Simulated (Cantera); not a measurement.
What does this Cantera script print?

```python
import numpy as np
import cantera as ct

gas = ct.Solution("gri30.yaml", transport_model="mixture-averaged")
show = ['O', 'H2', 'CH3']

rows = []
print(f"{'T/K':>7s}{'rho':>11s}{'cp':>10s}{'mu':>11s}{'lambda':>11s}{'Pr':>7s}" + "".join(f"{'D_' + s:>11s}" for s in show))
for T in [400, 550, 700, 850, 1000, 1150, 1300, 1450, 1600]:
    gas.TPX = T, 850, {'H2O': 0.89}
    Pr = gas.cp_mass * gas.viscosity / gas.thermal_conductivity
    D = [gas.mix_diff_coeffs_mole[gas.species_index(s)] for s in show]
    rows.append([gas.density, gas.cp_mass, gas.viscosity, gas.thermal_conductivity, Pr, *D])
    print(f"{T:7g}{gas.density:11.4e}{gas.cp_mass:10.1f}{gas.viscosity:11.4e}"
          f"{gas.thermal_conductivity:11.4e}{Pr:7.3f}" + "".join(f"{d:11.4e}" for d in D))
print("SI units: kg/m3, J/kg/K, Pa s, W/m/K, m2/s")
```

Result:

```
    T/K        rho        cp         mu     lambda     Pr        D_O       D_H2      D_CH3
    400 4.6043e-03    1902.2 1.3967e-05 3.6994e-02  0.718 7.7157e-03 1.7325e-02 4.8867e-03
    550 3.3485e-03    1984.6 1.9600e-05 5.4164e-02  0.718 1.3797e-02 3.0567e-02 8.9146e-03
    700 2.6310e-03    2082.1 2.5249e-05 7.3437e-02  0.716 2.1166e-02 4.6516e-02 1.3856e-02
    850 2.1667e-03    2184.6 3.0813e-05 9.4474e-02  0.713 2.9692e-02 6.4912e-02 1.9611e-02
   1000 1.8417e-03    2292.2 3.6247e-05 1.1676e-01  0.712 3.9281e-02 8.5571e-02 2.6105e-02
   1150 1.6015e-03    2401.0 4.1530e-05 1.3984e-01  0.713 4.9863e-02 1.0835e-01 3.3287e-02
   1300 1.4167e-03    2502.2 4.6653e-05 1.6338e-01  0.715 6.1385e-02 1.3315e-01 4.1114e-02
   1450 1.2701e-03    2595.7 5.1615e-05 1.8710e-01  0.716 7.3803e-02 1.5988e-01 4.9555e-02
   1600 1.1511e-03    2681.4 5.6416e-05 2.1081e-01  0.718 8.7082e-02 1.8846e-01 5.8584e-02
SI units: kg/m3, J/kg/K, Pa s, W/m/K, m2/s
```

Computed with Cantera and GRI-Mech 3.0 (53 species, 325 reactions). Polar gases are described roughly by these parameters.
